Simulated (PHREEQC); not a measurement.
Solution A (3.2 mmol/kgw Na2SO4, 1.2 mmol/kgw FeCl2 and 1.5 mmol/kgw LiCl) is mixed with solution B (85 mmol/kgw MgCl2, 0.077 mmol/kgw NaF and 1.1 mmol/kgw NaCl) at 25 °C; shares are by mass of water, 1 kg in all. No oxygen is let in. CO2 from the air is kept out. Solids allowed: Brucite, Halite, Mirabilite, Epsomite, Melanterite. Others were left out.

All values are PHREEQC results (ion-association model, wateq4f.dat), not measurements.

| share of solution B | pH | Mg+2 (mol/kgw) | SO4-2 (mol/kgw) | Fe+2 (mol/kgw) | MgF+ (mol/kgw) | F- (mol/kgw) | MgSO4 (mol/kgw) |
|---|---|---|---|---|---|---|---|
| 0 | 6.37 | 0 | 0.00292 | 0.000990 | 0 | 0 | 0 |
| 0.1 | 6.38 | … | 0.00187 | 0.000978 | 1.59e-6 | 6.06e-6 | 0.000889 |
| 0.2 | 6.40 | 0.0159 | 0.00142 | 0.000893 | 5.00e-6 | 1.03e-5 | 0.00108 |
| 0.4 | 6.42 | 0.0330 | 0.000904 | 0.000679 | 1.42e-5 | 1.66e-5 | 0.000993 |
| 0.5 | 6.44 | … | 0.000715 | 0.000566 | 1.94e-5 | 1.90e-5 | 0.000871 |
| 0.6 | 6.44 | 0.0503 | 0.000548 | 0.000453 | 2.49e-5 | 2.12e-5 | 0.000724 |
| 0.8 | 6.46 | 0.0676 | 0.000256 | 0.000226 | 3.67e-5 | 2.49e-5 | 0.000382 |
| 0.9 | 6.47 | … | 0.000125 | 0.000113 | 4.28e-5 | 2.65e-5 | 0.000195 |
| 1 | 6.47 | 0.0850 | 0 | 0 | 4.91e-5 | 2.79e-5 | 0 |

Q: Complete the blanks.

A: 
- 0.1, Mg+2 (mol/kgw): 0.00761
- 0.5, Mg+2 (mol/kgw): 0.0416
- 0.9, Mg+2 (mol/kgw): 0.0763

Fluoro complexes past AlF4- and FeF3 are missing from the database.
